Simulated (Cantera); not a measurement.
Input (Python, Cantera) and output of one run.

```python
import numpy as np
import cantera as ct

gas_names = """
    Br Br2 N N2 Si SiBr SiBr2 SiBr3 SiBr4 SiN Si2 Si2N Si3
""".split()
cond_names = """
    Br2(cr) Br2(L) Si(cr) Si(L) Si3N4(a)
""".split()


# ... load() reads the species with a 1 bar reference pressure and builds the phases ...
atoms = {
    'Si': {'Si': 1},
    'Br2': {'Br': 2},
    'N2': {'N': 2},
}
top_T = {'Si3N4(a)': 2400}  # K; cautious upper limits of use, not melting points


# ... equilibrate(T, P, feed) seeds the gas with the atoms and calls Mixture.equilibrate('TP', solver="vcs", rtol=1e-11, max_steps=5000) ...
results = []
P = 1700  # Pa
for T in [773, 873, 973, 1073, 1173, 1273, 1373, 1473, 1573, 1673, 1773]:
    for m in [0.08, 0.11, 0.15, 0.22, 0.3, 0.42, 0.58, 0.82, 1.1]:
        feed = {'Si': 1, 'Br2': m, 'N2': 0.097}  # mol
        mix = equilibrate(T, P, feed)
        results.append((T, P, feed, dict(zip(mix.species_names, mix.species_moles))))

for T, P, feed, n in results:
    print(f"{T:7g} {feed['Br2']:10.4g}  " + (" + ".join(c for c in cond_names if n.get(c, 0) > 1e-12) or "gas only"))
```

Output:

```
    773       0.08  Si(cr) + Si3N4(a)
    773       0.11  Si(cr) + Si3N4(a)
    773       0.15  Si(cr) + Si3N4(a)
    773       0.22  Si(cr) + Si3N4(a)
    773        0.3  Si(cr) + Si3N4(a)
    773       0.42  Si(cr) + Si3N4(a)
    773       0.58  Si(cr) + Si3N4(a)
    773       0.82  Si(cr) + Si3N4(a)
    773        1.1  Si(cr) + Si3N4(a)
    873       0.08  Si(cr) + Si3N4(a)
    873       0.11  Si(cr) + Si3N4(a)
    873       0.15  Si(cr) + Si3N4(a)
    873       0.22  Si(cr) + Si3N4(a)
    873        0.3  Si(cr) + Si3N4(a)
    873       0.42  Si(cr) + Si3N4(a)
    873       0.58  Si(cr) + Si3N4(a)
    873       0.82  Si(cr) + Si3N4(a)
    873        1.1  Si(cr) + Si3N4(a)
    973       0.08  Si(cr) + Si3N4(a)
    973       0.11  Si(cr) + Si3N4(a)
    973       0.15  Si(cr) + Si3N4(a)
    973       0.22  Si(cr) + Si3N4(a)
    973        0.3  Si(cr) + Si3N4(a)
    973       0.42  Si(cr) + Si3N4(a)
    973       0.58  Si(cr) + Si3N4(a)
    973       0.82  Si(cr) + Si3N4(a)
    973        1.1  Si(cr) + Si3N4(a)
   1073       0.08  Si(cr) + Si3N4(a)
   1073       0.11  Si(cr) + Si3N4(a)
   1073       0.15  Si(cr) + Si3N4(a)
   1073       0.22  Si(cr) + Si3N4(a)
   1073        0.3  Si(cr) + Si3N4(a)
   1073       0.42  Si(cr) + Si3N4(a)
   1073       0.58  Si(cr) + Si3N4(a)
   1073       0.82  Si(cr) + Si3N4(a)
   1073        1.1  Si(cr) + Si3N4(a)
   1173       0.08  Si(cr) + Si3N4(a)
   1173       0.11  Si(cr) + Si3N4(a)
   1173       0.15  Si(cr) + Si3N4(a)
   1173       0.22  Si(cr) + Si3N4(a)
   1173        0.3  Si(cr) + Si3N4(a)
   1173       0.42  Si(cr) + Si3N4(a)
   1173       0.58  Si(cr) + Si3N4(a)
   1173       0.82  Si(cr) + Si3N4(a)
   1173        1.1  Si(cr) + Si3N4(a)
   1273       0.08  Si(cr) + Si3N4(a)
   1273       0.11  Si(cr) + Si3N4(a)
   1273       0.15  Si(cr) + Si3N4(a)
   1273       0.22  Si(cr) + Si3N4(a)
   1273        0.3  Si(cr) + Si3N4(a)
   1273       0.42  Si(cr) + Si3N4(a)
   1273       0.58  Si(cr) + Si3N4(a)
   1273       0.82  Si(cr) + Si3N4(a)
   1273        1.1  Si(cr) + Si3N4(a)
   1373       0.08  Si(cr) + Si3N4(a)
   1373       0.11  Si(cr) + Si3N4(a)
   1373       0.15  Si(cr) + Si3N4(a)
   1373       0.22  Si(cr) + Si3N4(a)
   1373        0.3  Si(cr) + Si3N4(a)
   1373       0.42  Si(cr) + Si3N4(a)
   1373       0.58  Si(cr) + Si3N4(a)
   1373       0.82  Si(cr) + Si3N4(a)
   1373        1.1  Si3N4(a)
   1473       0.08  Si(cr) + Si3N4(a)
   1473       0.11  Si(cr) + Si3N4(a)
   1473       0.15  Si(cr) + Si3N4(a)
   1473       0.22  Si(cr) + Si3N4(a)
   1473        0.3  Si(cr) + Si3N4(a)
   1473       0.42  Si(cr) + Si3N4(a)
   1473       0.58  Si(cr) + Si3N4(a)
   1473       0.82  Si(cr) + Si3N4(a)
   1473        1.1  Si3N4(a)
   1573       0.08  Si(cr) + Si3N4(a)
   1573       0.11  Si(cr) + Si3N4(a)
   1573       0.15  Si(cr) + Si3N4(a)
   1573       0.22  Si(cr) + Si3N4(a)
   1573        0.3  Si(cr) + Si3N4(a)
   1573       0.42  Si(cr) + Si3N4(a)
   1573       0.58  Si(cr) + Si3N4(a)
   1573       0.82  Si(cr) + Si3N4(a)
   1573        1.1  gas only
   1673       0.08  Si(cr) + Si3N4(a)
   1673       0.11  Si(cr) + Si3N4(a)
   1673       0.15  Si(cr) + Si3N4(a)
   1673       0.22  Si(cr) + Si3N4(a)
   1673        0.3  Si(cr) + Si3N4(a)
   1673       0.42  Si(cr) + Si3N4(a)
   1673       0.58  Si(cr) + Si3N4(a)
   1673       0.82  Si(cr) + Si3N4(a)
   1673        1.1  gas only
   1773       0.08  Si(L) + Si3N4(a)
   1773       0.11  Si(L) + Si3N4(a)
   1773       0.15  Si(L) + Si3N4(a)
   1773       0.22  Si(L)
   1773        0.3  Si(L)
   1773       0.42  Si(L)
   1773       0.58  Si(L)
   1773       0.82  Si(L)
   1773        1.1  gas only
```

These are equilibrium values from Cantera (NASA tables, ideal gas, pure condensed phases), not measurements of a reactor. N2 is the only nitrogen source here; it is nearly inert below about 1500 K, so the nitride shown seldom forms there in practice. Mutual solubility and eutectic melting of coexisting phases are not modelled. The tables' values for SiBr3 are old estimates.
